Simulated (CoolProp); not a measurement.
The numbers come from the reference Helmholtz-energy equation of state, Bücker 2006 in CoolProp.

Q: Give the vapour pressure (MPa), vapour density (kg/m³), surface tension (mN/m), liquid viscosity (µPa s) of saturated n-butane at 279.8, 314 K.

A: 
| T (K) | p (MPa) | vapour density (kg/m³) | surface tension (mN/m) | liquid viscosity (µPa s) |
|---|---|---|---|---|
| 279.8 | 0.132 | 3.47 | 14.0 | 189 |
| 314 | 0.388 | 9.64 | 10.1 | 136 |

Viscosity comes from a separate model (Vogel 1999). Surface tension comes from a separate correlation (Mulero 2012).
